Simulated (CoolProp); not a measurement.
Hydrogen sulfide along the isotherm 291.1 K: density (kg/m³) from the reference equation and from simpler models built on Tc = 373.1 K, pc = 89.99 bar, ω = 0.101; each cubic takes its own stable root.

The numbers come from the reference Helmholtz-energy equation of state, Lemmon 2006 in CoolProp. It is a short technical equation, of lower accuracy than the large ones.

| p (bar) | phase | reference |
|---|---|---|
| 15 | gas | 24.54 |
| 30 | liquid | 795.8 |
| 45 | liquid | 799.5 |
| 60 | liquid | 803.0 |
| 75 | liquid | 806.4 |
| 90 | liquid | 809.7 |
| 105 | liquid | 812.9 |
| 120 | liquid | 816.0 |
| 135 | liquid | 819.0 |

### Question
How far does each simpler model (van der Waals, Redlich-Kwong, Soave-Redlich-Kwong) lie from the reference over these 9 states: mean and median of the absolute difference, and the worst?

### Answer
- van der Waals: mean 36.4 %, median 32.7 %, worst -93.2 % at 291.1 K and 30 bar
- Redlich-Kwong: mean 5.1 %, median 5.4 %, worst -6.3 % at 291.1 K and 30 bar
- Soave-Redlich-Kwong: mean 4.0 %, median 4.3 %, worst -5.0 % at 291.1 K and 30 bar

At some of these states van der Waals gives the other phase, because its saturation line lies elsewhere.
